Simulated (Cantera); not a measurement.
What does this Cantera script print?

```python
import numpy as np
import cantera as ct

gas_names = """
    Br Br2 H HBr HNO HNO2 HNO3 HO2 H2 H2O H2O2 N NH NH2 NH3 NH2OH NO NO2 NO3 N2 N2H2 N2H4 N2O O OH O2 O3
""".split()
cond_names = """
    Br2(cr) Br2(L) H2O(s) H2O(L)
""".split()


# ... load() reads the species with a 1 bar reference pressure and builds the phases ...
atoms = {
    'HBr': {'H': 1, 'Br': 1},
    'H2O': {'H': 2, 'O': 1},
    'N2': {'N': 2},
}
top_T = {}  # K; cautious upper limits of use, not melting points


# ... equilibrate(T, P, feed) seeds the gas with the atoms and calls Mixture.equilibrate('TP', solver="vcs", rtol=1e-11, max_steps=5000) ...
results = []
feed = {'HBr': 1, 'H2O': 6.8, 'N2': 1.3}  # mol
T = 3450  # K
P = 270000  # Pa
mix = equilibrate(T, P, feed)
results.append((T, P, feed, dict(zip(mix.species_names, mix.species_moles))))
x = sorted(zip(gas.X, gas.species_names), reverse=True)
print(f"T = {T:g} K  P = {P:g} Pa  gas = {mix.phase_moles(0):.4g} mol")
print("   x: " + "  ".join(f"{s} {v:.3e}" for v, s in x if v > 0.0001))
print("   condensed (mol): " + ("  ".join(f"{mix.phase(i).name} {mix.phase_moles(i):.4g}"
      for i in range(1, mix.n_phases) if mix.phase_moles(i) > 1e-12) or "none"))
```

Result:

```
T = 3450 K  P = 270000 Pa  gas = 12.09 mol
   x: H2O 3.116e-01  H2 1.624e-01  H 1.291e-01  OH 1.109e-01  N2 1.016e-01  Br 6.314e-02  O 5.161e-02  O2 3.821e-02  HBr 1.954e-02  NO 1.175e-02
   condensed (mol): none
```

Cantera equilibrium calculation (NASA polynomials, part measured and part estimated; ideal gas, pure solids and liquids).
